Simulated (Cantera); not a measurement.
# Reactions in the system Ca-F-H

Cantera with NASA thermochemical tables; ideal gases at 1 bar, condensed phases pure. Values are per mole of reaction as written; species without (g) are pure solids or liquids, kept so even where they would boil at 1 bar.

H₂(g) + CaF₂ ⇌ 2 HF(g) + Ca

| T (K) | ΔH° (kJ) | ΔS° (J/K) | ΔG° (kJ) | log10 K | condensed phases |
|---|---|---|---|---|---|
| 1000 | 667.0 | 168.1 | 498.8 | -26.06 | CaF₂(s), Ca(s) |
| 1150 | 671.4 | 172.0 | 473.7 | -21.51 | CaF₂(s), Ca(l) |
| 1300 | 667.1 | 168.5 | 448.1 | -18.01 | CaF₂(s), Ca(l) |
| 1450 | 656.9 | 161.2 | 423.2 | -15.25 | CaF₂(s), Ca(l) |
| 1600 | 648.9 | 155.9 | 399.4 | -13.04 | CaF₂(s), Ca(l) |
| 1750 | 612.5 | 134.3 | 377.4 | -11.27 | CaF₂(l), Ca(l) |
| 1900 | 608.2 | 132.0 | 357.4 | -9.83 | CaF₂(l), Ca(l) |
| 2050 | 604.0 | 129.8 | 337.8 | -8.61 | CaF₂(l), Ca(l) |
